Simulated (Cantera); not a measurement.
Charge: 1 mol CH3SiCl3, 0.86 mol HCl, 61 mol H2, at 2125 K and 930 Pa.

Method: chemical equilibrium by Gibbs-energy minimisation in Cantera with the NASA 1993 tables (ideal gas, pure condensed phases). Candidate condensed phases: C, C6H6, C7H8, C8H18, Si, SiC; 109 gas species. The feed counts by its element totals alone. The tables' values for SiCl are old estimates; treat these amounts as uncertain. Gases not in the tables: Si2H6 and higher silanes. Equilibrium is a limit: real reactors are often held back by kinetics, nucleation or transport.

Base state: H2 0.903, HCl 0.0552, H 0.0358, Si 0.00171, Cl 0.00161, C2H2 (acetylene) 0.00129, SiCl2 0.000645, SiCl 0.000162 (mole fractions); condensed: SiC(s).

Problem. What changes in the equilibrium state with this change: CH3SiCl3 replaced by SiHCl3?

Solution. 
```
species             before     after
----------------  --------  --------
H2                   0.903     0.898
HCl                 0.0552    0.0499
H                   0.0358    0.0357
Si                 0.00171    0.0103
C2H2 (acetylene)   0.00129         0
SiC2              0.000104         0
Si2C               7.69e-5         0
Si2                2.16e-6   7.86e-5
SiH                8.07e-5  0.000486
SiC(s), mol          0.809         0
```

Problem. What changes in the equilibrium state with this change: temperature from 2125 K to 2600 K?

Solution. 
| species | before | after |
|---|---|---|
| H2 | 0.903 | 0.620 |
| H | 0.0358 | 0.313 |
| HCl | 0.0552 | 0.0361 |
| Cl | 0.00161 | 0.0128 |
| Si | 0.00171 | 0.0107 |
| C3 | 4.24e-8 | 6.83e-5 |
| C | 3.81e-8 | 4.43e-5 |
| C2H | 1.43e-6 | 0.000195 |
| SiCl2 | 0.000645 | 2.90e-5 |
| C4H2 | 7.48e-7 | 1.28e-5 |
| SiC(s), mol | 0.809 | 0 |

Problem. What changes in the equilibrium state with this change: HCl from 0.86 to 4.2 mol?

Solution. 
```
species             before     after
----------------  --------  --------
H2                   0.903     0.860
HCl                 0.0552    0.0964
H                   0.0358    0.0349
Cl                 0.00161   0.00287
SiCl2             0.000645   0.00191
SiCl              0.000162  0.000267
SiH2               1.72e-5   1.51e-5
C2H2 (acetylene)   0.00129   0.00144
SiC(s), mol          0.809     0.714
C(graphite), mol         0    0.0634
```
